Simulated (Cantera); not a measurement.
Charge: 1 mol Si, 1.9 mol HCl, 5.6 mol H2, held at 18.0 bar.

Cantera equilibrium calculation (NASA polynomials, part measured and part estimated; ideal gas, pure solids and liquids). Candidate condensed phases: Si; 19 gas species. The tables' values for SiCl3 are old estimates; treat these amounts as uncertain. Gases not in the tables: Si2H6 and higher silanes. The numbers say what is thermodynamically allowed, not how fast it happens.

x: gas mole fraction; n: condensed amount in mol.

```json
[
 {"T (K)": "550", "x H2": "0.916", "x SiHCl3": "0.0527", "x HCl": "3.54e-6", "x SiCl4": "0.0269", "x SiH2Cl2": "0.00436", "n Si(s)": "0.418"},
 {"T (K)": "650", "x H2": "0.916", "x SiHCl3": "0.0510", "x HCl": "___", "x SiCl4": "0.0277", "x SiH2Cl2": "___", "n Si(s)": "0.417"},
 {"T (K)": "750", "x H2": "0.916", "x SiHCl3": "0.0494", "x HCl": "0.000238", "x SiCl4": "0.0284", "x SiH2Cl2": "0.00631", "n Si(s)": "0.417"},
 {"T (K)": "850", "x H2": "0.915", "x SiHCl3": "0.0479", "x HCl": "0.000917", "x SiCl4": "0.0289", "x SiH2Cl2": "0.00697", "n Si(s)": "0.418"},
 {"T (K)": "950", "x H2": "0.914", "x SiHCl3": "0.0464", "x HCl": "___", "x SiCl4": "0.0293", "x SiH2Cl2": "0.00747", "n Si(s)": "0.422"},
 {"T (K)": "1050", "x H2": "0.911", "x SiHCl3": "0.0447", "x HCl": "0.00617", "x SiCl4": "0.0292", "x SiH2Cl2": "0.00782", "n Si(s)": "0.428"},
 {"T (K)": "1150", "x H2": "0.907", "x SiHCl3": "0.0425", "x HCl": "0.0123", "x SiCl4": "0.0284", "x SiH2Cl2": "0.00800", "n Si(s)": "0.440"},
 {"T (K)": "1250", "x H2": "0.900", "x SiHCl3": "0.0395", "x HCl": "0.0217", "x SiCl4": "0.0267", "x SiH2Cl2": "0.00795", "n Si(s)": "0.455"},
 {"T (K)": "1350", "x H2": "0.891", "x SiHCl3": "0.0352", "x HCl": "0.0344", "x SiCl4": "0.0237", "x SiH2Cl2": "0.00763", "n Si(s)": "0.474"}
]
```

**Question.** Complete the blanks.

**Answer.** 
- 950, x HCl: 0.00264
- 650, x HCl: 4.04e-5
- 650, x SiH2Cl2: 0.00545
